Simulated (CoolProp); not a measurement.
Saturation properties of trans-2-butene (Tc = 155.5 °C, pc = 4019 kPa, ω = 0.210).

Values from CoolProp's reference Helmholtz-energy equation of state, Lemmon 2005. It is a short technical equation, of lower accuracy than the large ones.

```csv
T (°C),p (kPa),liquid density (kg/m³),enthalpy of vaporisation (kJ/kg),surface tension (mN/m)
-50.35,8.448,681.2,448.9,22.7
-35.95,19.26,666.2,437.2,20.8
-21.65,(withheld),651.1,425.3,19.0
-7.35,73.18,635.6,(withheld),17.1
6.95,127.0,619.6,399.5,(withheld)
21.25,207.6,603.0,385.3,13.5
35.55,322.5,(withheld),370.0,11.8
49.85,(withheld),567.4,353.3,(withheld)
64.15,689.6,547.9,334.9,8.51
78.55,962.5,526.6,314.0,6.93
92.85,1306,(withheld),290.4,5.42
```

Task: Some entries are withheld; supply them.

Result: 
- -21.65, p (kPa): 39.22
- -7.35, enthalpy of vaporisation (kJ/kg): 412.7
- 6.95, surface tension (mN/m): 15.3
- 35.55, liquid density (kg/m³): 585.7
- 49.85, p (kPa): 480.2
- 49.85, surface tension (mN/m): 10.1
- 92.85, liquid density (kg/m³): 503.4

It boils at 0.9 °C under 1 atm.

Surface tension comes from a separate correlation (Mulero 2014).
